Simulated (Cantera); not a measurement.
# Counterflow diffusion flame

A counterflow diffusion flame at 0.691 atm, nozzles 20 mm apart: fuel side 100 % CH3OH at 300 K, oxidiser side 27.0 % O2, 73.0 % N2 at 375 K, fuel mass flux 1.3 times the oxidiser's; mixture-averaged transport, no radiation.

Detailed kinetics in Cantera: GRI-Mech 3.0 (53 species, 325 reactions). GRI-Mech 3.0 was tuned for natural gas; its chemistry of methanol as a main component is partial and can be far from experiment. GRI-Mech 3.0 has no aromatics or soot, which form on the fuel side of real flames. The maximum strain rate includes the flame's own expansion and is several times the mean.

```csv
oxidiser flux (kg/m²/s),max strain (1/s),mean strain (1/s),T max (K),peak x OH,peak x H,peak x NO,peak x CO,peak x C2H2
0.17,166,25.3,2224,0.0152,0.00941,0.000170,0.206,0.000198
0.24,221,35.7,2179,0.0151,0.0104,0.000118,0.204,0.000243
0.32,282,47.6,2142,0.0152,0.0112,9.00e-5,0.202,0.000287
0.44,372,65.5,2101,0.0151,0.0121,6.90e-5,0.200,0.000343
0.6,489,89.3,2059,0.0149,0.0130,5.44e-5,0.198,0.000400
0.81,641,121,2017,0.0147,0.0139,4.44e-5,0.195,0.000458
1.1,849,164,1973,0.0142,0.0146,3.66e-5,0.192,0.000512
1.5,1130,223,1930,0.0138,0.0154,3.07e-5,0.189,0.000559
```
x: mole fraction; the columns are a selection and need not sum to one.
